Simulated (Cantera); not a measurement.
Charge: 1 mol SiO2, 0.91 mol CO, 14 mol H2, 0.64 mol C, held at 2.80 mbar.

Equilibrium computed with Cantera from the NASA thermochemical tables; the gas is ideal and each condensed phase is pure. Candidate condensed phases: C, C6H6, C7H8, C8H18, H2O, Si, SiC, SiO2; 123 gas species. The tables hold silica as quartz up to 1696 K and as liquid above; real silica turns to tridymite and cristobalite and melts near 1996 K. The numbers say what is thermodynamically allowed, not how fast it happens.

Problem. What share of the Si ends up in condensed phases as a function of T (K), at 1525, 1625, 1725, 1825, 1925, 2025, 2125, 2225?

Solution. 
| T (K) | Si condensed (%) | as |
|---|---|---|
| 1525 | 36.0 | SiO2(β-quartz) |
| 1625 | 35.4 | SiO2(β-quartz) |
| 1725 | 30.3 | SiO2(condensed) |
| 1825 | 5.0 | SiO2(condensed) |
| 1925 | 0.0 | - |
| 2025 | 0.0 | - |
| 2125 | 0.0 | - |
| 2225 | 0.0 | - |
